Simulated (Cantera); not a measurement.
N2O furnace oxynitridation

An isothermal, constant-pressure homogeneous reactor starts with 91.9 % N₂O, 0.615 % H₂O, 7.53 % N₂, at 1375 K and 0.310 bar.

Model: GRI-Mech 3.0 (53 species, 325 reactions), integrated in Cantera. GRI-Mech 3.0 was tuned for natural gas; its chemistry of N2O as a main component is partial and can be far from experiment. The mechanism lacks the step 2 NO + O2 → 2 NO2, which can matter for NO2 below about 1400 K. The temperature is held fixed by assumption; the heat of reaction is taken as removed at once.

| t (s) | x N₂O | x H₂O | x N₂ | x HO₂ | x O₂ | x OH | x NO |
|---|---|---|---|---|---|---|---|
| 9.00e-5 | 0.918 | 0.00615 | 0.0756 | 2.07e-7 | 0.000100 | 2.36e-6 | 4.54e-5 |
| 0.000353 | 0.917 | 0.00615 | 0.0763 | 2.50e-6 | 0.000439 | 8.28e-6 | 0.000198 |
| 0.00138 | 0.912 | 0.00613 | 0.0791 | 5.94e-6 | 0.00177 | 2.17e-5 | 0.000773 |
| 0.00541 | 0.894 | 0.00608 | 0.0903 | 3.48e-6 | 0.00694 | 3.22e-5 | 0.00290 |
| 0.0212 | 0.826 | 0.00594 | 0.131 | 1.45e-6 | 0.0260 | 3.89e-5 | 0.0107 |
| 0.0831 | 0.619 | 0.00550 | 0.256 | 4.20e-7 | 0.0850 | 4.11e-5 | 0.0348 |
| 0.326 | 0.238 | 0.00470 | 0.486 | 9.59e-8 | 0.195 | 3.65e-5 | 0.0771 |
| 1.28 | 0.0178 | 0.00425 | 0.622 | 2.37e-8 | 0.261 | 1.89e-5 | 0.0952 |
| 5.00 | 2.05e-5 | 0.00421 | 0.634 | 1.35e-8 | 0.267 | 7.03e-6 | 0.0949 |
x: mole fraction; the columns are a selection and need not sum to one.

Equilibrium at this temperature and pressure: N₂O 2.38e-8, H₂O 0.00421, N₂ 0.681, HO₂ 1.52e-8, O₂ 0.314, OH 7.29e-6, NO 0.000718 (gas phase only).
